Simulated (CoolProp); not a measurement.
The fluid at 415.18 K and 0.715 MPa expands adiabatically to 0.189 MPa with isentropic efficiency 1. The same conditions are run with several fluids, on thermodynamics alone (safety and materials aside).

Model: reference Helmholtz-energy equation of state of each fluid (R365MFC: Lemmon 2016; oxygen: Schmidt 1985; n-perfluoropentane: Gao 2022; R407C: Lemmon 2003; R1336mzz(Z): McLinden 2020), in CoolProp. Blends and air are pseudo-pure fits.

```json
[
 {"fluid": "R365MFC", "work (kJ/kg)": "27.7", "final temperature (K)": "___", "final density (kg/m³)": "9.08"},
 {"fluid": "oxygen", "work (kJ/kg)": "___", "final temperature (K)": "285.8", "final density (kg/m³)": "___"},
 {"fluid": "n-perfluoropentane", "work (kJ/kg)": "14.3", "final temperature (K)": "395.5", "final density (kg/m³)": "17.2"},
 {"fluid": "R407C", "work (kJ/kg)": "48.6", "final temperature (K)": "361.4", "final density (kg/m³)": "___"},
 {"fluid": "R1336mzz(Z)", "work (kJ/kg)": "___", "final temperature (K)": "383.8", "final density (kg/m³)": "10.1"}
]
```

**Question.** Fill in the missing entries.

**Answer.** 
- R365MFC, final temperature (K): 385.5
- oxygen, work (kJ/kg): 120
- oxygen, final density (kg/m³): 2.55
- R407C, final density (kg/m³): 5.50
- R1336mzz(Z), work (kJ/kg): 24.9

Above 300 K oxygen's equation is extrapolated.
